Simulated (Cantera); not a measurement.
Cantera with NASA thermochemical tables; ideal gases at 1 bar, condensed phases pure. Values are per mole of reaction as written; species without (g) are pure solids or liquids, kept so even where they would boil at 1 bar.

3 Cs + 3 HCl(g) + N(g) ⇌ NH3(g) + 3 CsCl, with ΔH° = -1570.2 kJ and ΔS° = -473.4 J/K at 300 K.

How far is the shortcut ΔG° ≈ ΔH°(300 K) − T·ΔS°(300 K) from the full temperature-dependent value at 500, 600, 700, 800, 900, 1000, 1100, 1200, 1300 K?


```tsv
T (K)	shortcut (kJ)	full (kJ)	difference (kJ)	difference in log10 K	condensed phases
500	-1333.5	-1329.0	-4.5	0.47	Cs(l), CsCl(s)
600	-1286.2	-1279.6	-6.5	0.57	Cs(l), CsCl(s)
700	-1238.8	-1230.6	-8.2	0.61	Cs(l), CsCl(s)
800	-1191.5	-1182.9	-8.6	0.56	Cs(l), CsCl(s)
900	-1144.1	-1136.4	-7.7	0.45	Cs(l), CsCl(s)
1000	-1096.8	-1094.8	-2.0	0.11	Cs(l), CsCl(l)
1100	-1049.4	-1054.9	5.5	-0.26	Cs(l), CsCl(l)
1200	-1002.1	-1015.8	13.7	-0.60	Cs(l), CsCl(l)
1300	-954.8	-977.3	22.5	-0.90	Cs(l), CsCl(l)
```
The shortcut ignores heat capacities and the phase changes listed.
